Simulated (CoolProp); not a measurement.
Values from CoolProp's reference Helmholtz-energy equation of state, Thol 2015.

Q: For octamethylcyclotetrasiloxane (D4), give the phase and the Z, isothermal compressibility (1/MPa), fugacity coefficient at 619.7 K and 1.57 MPa.

A: 
- 619.7 K and 1.57 MPa: supercritical; Z 0.564, isothermal compressibility 1.33, fugacity coefficient 0.687
